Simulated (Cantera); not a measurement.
An isothermal plug-flow reactor at 500 K and 0.310 bar (inlet), inlet velocity 2.9 m/s, active area per volume 5100 1/m; feed 1.46 % H₂, 10.1 % O₂, 88.5 % N₂, equivalence ratio 0.072.

Model: Deutschmann's 1995 Pt surface mechanism with GRI-Mech 3.0 gas chemistry, integrated in Cantera. Catalytic surfaces can have several steady states; this one follows from the mechanism file's or the stated starting coverage. Mass transfer to the wall is taken as infinitely fast.

x: gas mole fraction; θ: surface coverage.

```csv
z (m),x H₂,x O₂,x H₂O,θ free Pt,θ O*,θ OH*
0.00017,(withheld),0.0966,0.00934,0.0802,0.899,0.0203
0.00034,(withheld),0.0956,0.0114,0.0490,0.934,0.0171
0.00065,(withheld),0.0950,0.0128,0.0286,0.958,0.0137
0.0013,(withheld),0.0946,0.0137,0.0152,0.975,0.0103
0.0024,(withheld),0.0944,0.0141,0.00846,0.984,0.00777
0.0047,(withheld),0.0943,0.0144,0.00439,0.990,0.00565
0.009,(withheld),0.0943,0.0145,0.00231,0.994,0.00412
0.017,(withheld),0.0942,0.0146,0.00123,0.996,0.00301
```

Problem. Fill in the missing entries.

Solution. 
- 0.00017, x H₂: 0.00529
- 0.00034, x H₂: 0.00320
- 0.00065, x H₂: 0.00185
- 0.0013, x H₂: 0.000981
- 0.0024, x H₂: 0.000545
- 0.0047, x H₂: 0.000282
- 0.009, x H₂: 0.000148
- 0.017, x H₂: 7.88e-5
